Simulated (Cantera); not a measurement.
A perfectly stirred reactor is fed with CH3OH : O2 : N2 = 1 : 2.59 : 9.72 (molar parts), equivalence ratio 0.58, at 0.200 bar; it is adiabatic with a 575 K inlet, and is followed from long to short residence time, starting on the burning branch (τ in s: 0.13, 0.057, 0.025, 0.011, 0.005, 0.0022, 0.00098, 0.00043, 0.00019, 8.5e-05, 3.8e-05, 1.7e-05, 7.4e-06).

Detailed kinetics in Cantera: GRI-Mech 3.0 (53 species, 325 reactions). GRI-Mech 3.0 was tuned for natural gas; its chemistry of methanol as a main component is partial and can be far from experiment.

Predict: blow-out, bracketed by the residence times tried; x(CH3OH) at τ = 0.130 s; x(O2) at τ = 0.130 s; x(NO2) at τ = 0.130 s; x(HO2) at τ = 0.130 s; x(CH3OH) at τ = 0.980 ms; x(O2) at τ = 0.980 ms; x(HO2) at τ = 0.980 ms.


| Quantity | Value |
|---|---|
| blow-out, bracketed by the residence times tried | burning at 0.980 ms, out at 0.430 ms |
| x(CH3OH) at τ = 0.130 s | 3.43e-6 |
| x(O2) at τ = 0.130 s | 0.0787 |
| x(NO2) at τ = 0.130 s | 1.31e-8 |
| x(HO2) at τ = 0.130 s | 2.06e-6 |
| x(CH3OH) at τ = 0.980 ms | 0.000200 |
| x(O2) at τ = 0.980 ms | 0.0873 |
| x(HO2) at τ = 0.980 ms | 6.52e-5 |
